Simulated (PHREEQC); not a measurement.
A solution holds 0.23 mol/kgw NaHCO3 and 0.0088 mol/kgw KCl, at 25 °C. Closed to the air; pH follows from the charge balance.

Equilibrium calculation in PHREEQC: ion-association model, wateq4f.dat.

Precipitation was switched off in this run.

Problem. Order these C species by the share of C that they hold, largest first: HCO3-, NaHCO3, NaCO3-, CO2, CO3-2.

Solution. HCO3- (91 %), NaHCO3 (5.7 %), CO2 (1.8 %), NaCO3- (0.99 %), CO3-2 (0.83 %)

Problem. Order these Na species by the share of Na that they hold, largest first: NaCO3-, NaHCO3, Na+.

Solution. Na+ (93 %), NaHCO3 (5.7 %), NaCO3- (0.99 %)

The pH is 7.90 and the ionic strength 0.225 mol/kgw.
